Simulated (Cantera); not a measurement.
An adiabatic, constant-volume homogeneous reactor starts with H2 : O2 : N2 = 1 : 0.847 : 3.19 (molar parts), at 975 K and 14.0 bar. Integrator tolerance rtol = 1e-08.

Detailed kinetics in Cantera: GRI-Mech 3.0 (53 species, 325 reactions). The hydrogen kinetics of GRI-Mech 3.0 are dated; newer H2 mechanisms differ, most at raised pressure. The pressure lies above the range GRI-Mech 3.0 was tuned for (to about 10 atm).

```json
[
 {"quantity": "time of steepest temperature rise", "before": "16.1 ms", "after": "21.3 ms"},
 {"quantity": "temperature at 4.00 s", "before": "2629 K", "after": "2618 K"},
 {"quantity": "equilibrium temperature", "before": "2629 K", "after": "2618 K"},
 {"quantity": "x(H2) at 4.00 s", "before": "0.00153 (gas-phase equilibrium 0.00153)", "after": "0.00193 (gas-phase equilibrium 0.00193)"},
 {"quantity": "x(O2) at 4.00 s", "before": "0.0664 (gas-phase equilibrium 0.0664)", "after": "0.0663 (gas-phase equilibrium 0.0663)"},
 {"quantity": "x(HO2) at 4.00 s", "before": "2.92e-5 (gas-phase equilibrium 2.92e-5)", "after": "2.46e-5 (gas-phase equilibrium 2.46e-5)"},
 {"quantity": "x(H) at 4.00 s", "before": "0.000291 (gas-phase equilibrium 0.000291)", "after": "0.000413 (gas-phase equilibrium 0.000413)"},
 {"quantity": "x(N2O) at 4.00 s", "before": "4.60e-6 (gas-phase equilibrium 4.60e-6)", "after": "3.41e-6 (gas-phase equilibrium 3.41e-6)"}
]
```

Q: Which change was made?
(A) pressure from 14.0 bar to 8.00 bar
(B) pressure from 14.0 bar to 0.340 bar
(C) N2 3.19 to 4.7 parts
(D) O2 0.847 to 0.66 parts

A: A, pressure from 14.0 bar to 8.00 bar
